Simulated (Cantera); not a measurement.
An adiabatic, constant-pressure homogeneous reactor starts with 3.16 % CH₄, 4.75 % CO, 19.3 % O₂, 72.8 % N₂, equivalence ratio 0.45, at 1473 K and 4.80 bar.

Model: GRI-Mech 3.0 (53 species, 325 reactions), integrated in Cantera.

Q: Predict: time of steepest temperature rise; temperature at 2.00 s; equilibrium temperature; x(CO) at 2.00 s; x(O₂) at 2.00 s.

A: 
```json
{
  "time_of_steepest_temperature_rise": "0.279 ms",
  "temperature at 2.00 s": "2411 K",
  "equilibrium_temperature": "2411 K",
  "x(CO) at 2.00 s": "0.00255 (gas-phase equilibrium 0.00255)",
  "x(O₂) at 2.00 s": "0.101 (gas-phase equilibrium 0.101)"
}
```
